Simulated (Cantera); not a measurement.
Input: 1 mol V2O5, 1400 mol H2, 2.5 mol H2O, held at 0.460 bar.

Equilibrium computed with Cantera from the NASA thermochemical tables; the gas is ideal and each condensed phase is pure. Candidate condensed phases: H2O, V, VO, V2O3, V2O4, V2O5; 12 gas species. VO: taken at fixed stoichiometry. Condensed phases not in the tables: the oxides between V2O3 and V2O5 other than VO2. The numbers say what is thermodynamically allowed, not how fast it happens.

log p: log10 of the partial pressure in bar; n: condensed amount in mol.

```json
[
 {"T (K)": "948", "log p H2": "-0.34", "log p H2O": "-2.83", "log p H": "-9.45", "log p VO2": "<-12", "n V2O3(s)": "1.00", "n VO(s)": "0"},
 {"T (K)": "1048", "log p H2": "-0.34", "log p H2O": "-2.83", "log p H": "-8.28", "log p VO2": "<-12", "n V2O3(s)": "1.00", "n VO(s)": "0"},
 {"T (K)": "1148", "log p H2": "-0.34", "log p H2O": "-2.83", "log p H": "-7.31", "log p VO2": "<-12", "n V2O3(s)": "1.00", "n VO(s)": "0"},
 {"T (K)": "1248", "log p H2": "-0.34", "log p H2O": "-2.83", "log p H": "-6.50", "log p VO2": "<-12", "n V2O3(s)": "1.00", "n VO(s)": "0"},
 {"T (K)": "1348", "log p H2": "-0.34", "log p H2O": "-2.83", "log p H": "-5.81", "log p VO2": "…", "n V2O3(s)": "1.00", "n VO(s)": "0"},
 {"T (K)": "1448", "log p H2": "-0.34", "log p H2O": "-2.83", "log p H": "-5.20", "log p VO2": "…", "n V2O3(s)": "1.00", "n VO(s)": "0"},
 {"T (K)": "1548", "log p H2": "-0.34", "log p H2O": "-2.74", "log p H": "-4.68", "log p VO2": "…", "n V2O3(s)": "0", "n VO(s)": "2.00"},
 {"T (K)": "1648", "log p H2": "-0.34", "log p H2O": "-2.74", "log p H": "-4.22", "log p VO2": "…", "n V2O3(s)": "0", "n VO(s)": "2.00"},
 {"T (K)": "1748", "log p H2": "-0.34", "log p H2O": "-2.74", "log p H": "-3.81", "log p VO2": "…", "n V2O3(s)": "0", "n VO(s)": "2.00"},
 {"T (K)": "1848", "log p H2": "-0.34", "log p H2O": "-2.74", "log p H": "-3.45", "log p VO2": "…", "n V2O3(s)": "0", "n VO(s)": "2.00"}
]
```

Q: Some entries are withheld; supply them.

A: 
- 1348, log p VO2: -11.32
- 1448, log p VO2: -10.04
- 1548, log p VO2: -8.92
- 1648, log p VO2: -8.06
- 1748, log p VO2: -7.30
- 1848, log p VO2: -6.63
